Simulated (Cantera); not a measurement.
**Catalytic stagnation flow on Pt**

A jet of 3.61 % H2, 9.86 % O2, 86.5 % N2 at 300 K and 0.170 bar hits a platinum plate 2.5 cm away at a mass flux of 0.047 kg/m²/s; the plate temperature is set and raised in steps from an oxygen-covered start.

Detailed kinetics in Cantera: Deutschmann's 1995 Pt surface mechanism with GRI-Mech 3.0 gas chemistry. Catalytic surfaces can have several steady states; this one follows from the mechanism file's or the stated starting coverage.

```
plate T (K)  wall x H2  wall x O2  wall x H2O  wall x OH  θ free Pt   θ O*    θ OH*
-----------  ---------  ---------  ----------  ---------  ---------  -----  -------
600            0.00227     0.0623      0.0656      <1e-8     0.0597  0.930   0.0108
650            0.00226     0.0625      0.0651      <1e-8     0.0627  0.930  0.00723
700            0.00221     0.0626      0.0648      <1e-8     0.0671  0.928  0.00515
750            0.00199     0.0625      0.0648      <1e-8     0.0781  0.918  0.00401
800            0.00156     0.0621      0.0652      <1e-8      0.104  0.892  0.00345
850            0.00116     0.0618      0.0657    1.29e-8      0.147  0.850  0.00311
900           0.000889     0.0616      0.0659    3.94e-8      0.201  0.796  0.00282
950           0.000707     0.0615      0.0660    1.09e-7      0.263  0.735  0.00253
```
x: mole fraction at the wall; θ: surface coverage.
